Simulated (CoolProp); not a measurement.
Vapour-liquid equilibrium of isobutene (1) + n-butane (2) at 0.00291 MPa; x and y are mole fractions of (1).

Computed with CoolProp (multi-fluid Helmholtz-energy mixture model, Lemmon 2005 and Bücker 2006; pair parameters Bell 2016).

Give the bubble temperature and the first vapour's composition at x = 0.2, 0.275, 0.575. Is there an azeotrope?

x = 0.2: 204.1 K, y = 0.269; x = 0.275: 203.7 K, y = 0.355; x = 0.575: 202.3 K, y = 0.650. No azeotrope shows between x = 0.05 and 0.95.

The pair parameters rest on a limited set of measurements; away from them the model extrapolates.
